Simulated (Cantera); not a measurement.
**Adiabatic ignition**

An adiabatic, constant-volume homogeneous reactor starts with H₂ : O₂ : N₂ = 1 : 0.806 : 3.03 (molar parts), equivalence ratio 0.62, at 975 K and 3.20 bar.

Computed with Cantera and the H2/O2 subset of GRI-Mech 3.0, which has no nitrogen chemistry. The hydrogen kinetics of GRI-Mech 3.0 are dated; newer H2 mechanisms differ, most at raised pressure.

```json
[
 {"t (s)": "2.00e-6", "T (K)": "975", "P (bar)": "3.20", "x H₂": "0.207", "x O₂": "0.167", "x OH": "1.48e-12", "x O": "4.49e-12", "x H": "3.23e-11", "x HO₂": "1.38e-10"},
 {"t (s)": "8.73e-6", "T (K)": "975", "P (bar)": "3.20", "x H₂": "0.207", "x O₂": "0.167", "x OH": "2.37e-12", "x O": "7.90e-12", "x H": "4.46e-11", "x HO₂": "7.99e-10"},
 {"t (s)": "3.81e-5", "T (K)": "975", "P (bar)": "3.20", "x H₂": "0.207", "x O₂": "0.167", "x OH": "2.47e-12", "x O": "8.22e-12", "x H": "4.62e-11", "x HO₂": "3.83e-9"},
 {"t (s)": "0.000166", "T (K)": "975", "P (bar)": "3.20", "x H₂": "0.207", "x O₂": "0.167", "x OH": "2.80e-12", "x O": "9.27e-12", "x H": "5.21e-11", "x HO₂": "1.73e-8"},
 {"t (s)": "0.000725", "T (K)": "975", "P (bar)": "3.20", "x H₂": "0.207", "x O₂": "0.167", "x OH": "4.87e-12", "x O": "1.49e-11", "x H": "8.36e-11", "x HO₂": "8.21e-8"},
 {"t (s)": "0.00316", "T (K)": "975", "P (bar)": "3.20", "x H₂": "0.207", "x O₂": "0.167", "x OH": "3.21e-11", "x O": "7.35e-11", "x H": "4.13e-10", "x HO₂": "6.15e-7"},
 {"t (s)": "0.0138", "T (K)": "976", "P (bar)": "3.20", "x H₂": "0.207", "x O₂": "0.167", "x OH": "3.29e-9", "x O": "4.67e-9", "x H": "2.63e-8", "x HO₂": "1.70e-5"},
 {"t (s)": "0.0602", "T (K)": "2671", "P (bar)": "7.92", "x H₂": "0.00386", "x O₂": "0.0668", "x OH": "0.0157", "x O": "0.00294", "x H": "0.00113", "x HO₂": "2.26e-5"},
 {"t (s)": "0.263", "T (K)": "2671", "P (bar)": "7.92", "x H₂": "0.00386", "x O₂": "0.0668", "x OH": "0.0157", "x O": "0.00294", "x H": "0.00113", "x HO₂": "2.26e-5"},
 {"t (s)": "1.15", "T (K)": "2671", "P (bar)": "7.92", "x H₂": "0.00386", "x O₂": "0.0668", "x OH": "0.0157", "x O": "0.00294", "x H": "0.00113", "x HO₂": "2.26e-5"},
 {"t (s)": "5.00", "T (K)": "2671", "P (bar)": "7.92", "x H₂": "0.00386", "x O₂": "0.0668", "x OH": "0.0157", "x O": "0.00294", "x H": "0.00113", "x HO₂": "2.26e-5"}
]
```
x: mole fraction; the columns are a selection and need not sum to one.

The time of steepest temperature rise comes out as 26.0 ms and the temperature at 5.00 s is 2671 K. The equilibrium temperature is 2671 K. The x(H₂) at 5.00 s is 0.00386 (gas-phase equilibrium 0.00386) and the x(O₂) at 5.00 s is 0.0668 (gas-phase equilibrium 0.0668). The x(OH) at 5.00 s is 0.0157 (gas-phase equilibrium 0.0157).
